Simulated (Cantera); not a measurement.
Feed: 1 mol Si2H6, 0.96 mol O2, equilibrated at 0.000620 bar.

Equilibrium computed with Cantera from the NASA thermochemical tables; the gas is ideal and each condensed phase is pure. Candidate condensed phases: H2O, Si, SiO2; 18 gas species. The feed counts by its element totals alone. Mutual solubility and eutectic melting of coexisting phases are not modelled. Kinetics and transport are ignored. All values below are at 1023 K.

Base state: H2 1.000 (mole fractions); condensed: Si(s) + SiO2(β-quartz).

**Question.** What changes in the equilibrium state with this change: O2 from 0.96 to 4.7 mol?

**Answer.** 
```tsv
species	before	after
H2O	1.69e-9	0.714
O2	<1e-9	0.286
H2	1.000	9.17e-9
Si(s), mol	1.04	0
SiO2(β-quartz), mol	0.960	2.00
```
